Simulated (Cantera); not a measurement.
Input (Python, Cantera) and output of one run.

```python
import numpy as np
import cantera as ct

gas_names = """
    C CN CO CO2 C2 CCN CNC C2N2 C2O C3 C3O2 C4 C4N2 C5 N NCO NO NO2 NO3 N2 N2O O O2 O3 Si SiC SiC2 SiN
    SiO SiO2 Si2 Si2C Si2N Si3
""".split()
cond_names = """
    C(gr) Si(cr) Si(L) SiC(b) SiO2(Lqz) SiO2(hqz) SiO2(L) Si2N2O(s) Si3N4(a)
""".split()


def load(file, names, dense=False):
    # The tables refer to 1 bar. Condensed volumes are neglected.
    table = {s.name: s for s in ct.Species.list_from_file(file)}
    out = []
    for n in names:
        d = dict(table[n].input_data)
        d["thermo"] = dict(d["thermo"], **{"reference-pressure": 1e5})
        if dense:
            d["equation-of-state"] = {"model": "constant-volume", "density": "1e6 g/cm^3"}
        out.append(ct.Species.from_dict(d))
    return out


gas = ct.Solution(thermo="ideal-gas", species=load("nasa_gas.yaml", gas_names))
cond = {s.name: ct.Solution(thermo="fixed-stoichiometry", species=[s], name=s.name)
        for s in load("nasa_condensed.yaml", cond_names, dense=True)}
atoms = {
    'Si': {'Si': 1},
    'CO2': {'C': 1, 'O': 2},
    'N2': {'N': 2},
}
top_T = {'C(gr)': 4500, 'SiC(b)': 3050, 'Si2N2O(s)': 2100, 'Si3N4(a)': 2400}  # K; cautious upper limits of use, not melting points


def equilibrate(T, P, feed):
    n = {}
    for name, mol in feed.items():
        for a, k in atoms[name].items():
            n[a] = n.get(a, 0.0) + k * mol
    gas.TPX = T, P, n
    mass = sum(n.values()) * gas.mean_molecular_weight
    gas.equilibrate("TP")
    valid = [c for c in cond.values() if c.min_temp <= T <= top_T.get(c.name, c.max_temp)]
    mix = ct.Mixture([(gas, mass / gas.mean_molecular_weight)] + [(c, 0.0) for c in valid])
    mix.T, mix.P = T, P
    mix.equilibrate("TP", solver="vcs", rtol=1e-11, max_steps=5000)
    return mix


results = []
feed = {'Si': 1, 'CO2': 0.077, 'N2': 1.7}  # mol
P = 1000  # Pa
for T in [1248, 1298, 1348, 1398, 1448, 1498, 1548, 1598, 1648, 1698, 1748, 1798, 1848, 1898]:
    mix = equilibrate(T, P, feed)
    results.append((T, P, feed, dict(zip(mix.species_names, mix.species_moles))))
    x = sorted(zip(gas.X, gas.species_names), reverse=True)
    print(f"T = {T:g} K  P = {P:g} Pa  gas = {mix.phase_moles(0):.4g} mol")
    print("   x: " + "  ".join(f"{s} {v:.3e}" for v, s in x if v > 0.0001))
    print("   condensed (mol): " + ("  ".join(f"{mix.phase(i).name} {mix.phase_moles(i):.4g}"
          for i in range(1, mix.n_phases) if mix.phase_moles(i) > 1e-12) or "none"))
```

Result:

```
T = 1248 K  P = 1000 Pa  gas = 1.085 mol
   x: N2 1.000e+00
   condensed (mol): C(gr) 0.07699  Si2N2O(s) 0.154  Si3N4(a) 0.2307
T = 1298 K  P = 1000 Pa  gas = 1.085 mol
   x: N2 1.000e+00
   condensed (mol): C(gr) 0.07697  Si2N2O(s) 0.154  Si3N4(a) 0.2307
T = 1348 K  P = 1000 Pa  gas = 1.085 mol
   x: N2 9.999e-01
   condensed (mol): C(gr) 0.07689  Si2N2O(s) 0.1539  Si3N4(a) 0.2307
T = 1398 K  P = 1000 Pa  gas = 1.136 mol
   x: N2 9.998e-01  CO 2.005e-04
   condensed (mol): SiC(b) 0.07677  Si2N2O(s) 0.1538  Si3N4(a) 0.2052
T = 1448 K  P = 1000 Pa  gas = 1.136 mol
   x: N2 9.997e-01  CO 3.172e-04
   condensed (mol): SiC(b) 0.07664  Si2N2O(s) 0.1536  Si3N4(a) 0.2054
T = 1498 K  P = 1000 Pa  gas = 1.136 mol
   x: N2 9.995e-01  CO 4.865e-04
   condensed (mol): SiC(b) 0.07645  Si2N2O(s) 0.1534  Si3N4(a) 0.2056
T = 1548 K  P = 1000 Pa  gas = 1.136 mol
   x: N2 9.992e-01  CO 7.257e-04
   condensed (mol): SiC(b) 0.07618  Si2N2O(s) 0.1531  Si3N4(a) 0.2058
T = 1598 K  P = 1000 Pa  gas = 1.136 mol
   x: N2 9.987e-01  CO 1.055e-03  SiO 2.477e-04
   condensed (mol): SiC(b) 0.0758  Si2N2O(s) 0.1525  Si3N4(a) 0.2063
T = 1648 K  P = 1000 Pa  gas = 1.137 mol
   x: N2 9.976e-01  CO 1.500e-03  SiO 9.210e-04
   condensed (mol): SiC(b) 0.07529  Si2N2O(s) 0.1512  Si3N4(a) 0.2071
T = 1698 K  P = 1000 Pa  gas = 1.141 mol
   x: N2 9.947e-01  SiO 3.165e-03  CO 2.083e-03
   condensed (mol): SiC(b) 0.07462  Si2N2O(s) 0.148  Si3N4(a) 0.2086
T = 1748 K  P = 1000 Pa  gas = 1.152 mol
   x: N2 9.870e-01  SiO 1.013e-02  CO 2.825e-03
   condensed (mol): SiC(b) 0.07375  Si2N2O(s) 0.1391  Si3N4(a) 0.2121
T = 1798 K  P = 1000 Pa  gas = 1.185 mol
   x: N2 9.655e-01  SiO 3.048e-02  CO 3.712e-03  Si 2.838e-04
   condensed (mol): SiC(b) 0.0726  Si2N2O(s) 0.1135  Si3N4(a) 0.2213
T = 1848 K  P = 1000 Pa  gas = 1.855 mol
   x: N2 9.163e-01  SiO 7.281e-02  CO 1.019e-02  Si 6.273e-04
   condensed (mol): Si(L) 0.8054  SiC(b) 0.05807
T = 1898 K  P = 1000 Pa  gas = 1.856 mol
   x: N2 9.157e-01  SiO 6.988e-02  CO 1.307e-02  Si 1.228e-03
   condensed (mol): Si(L) 0.8149  SiC(b) 0.0527
```

Cantera equilibrium calculation (NASA polynomials, part measured and part estimated; ideal gas, pure solids and liquids). N2 is the only nitrogen source here; it is nearly inert below about 1500 K, so the nitride shown seldom forms there in practice. Mutual solubility and eutectic melting of coexisting phases are not modelled. The tables' values for SiN are old estimates; treat these amounts as uncertain.
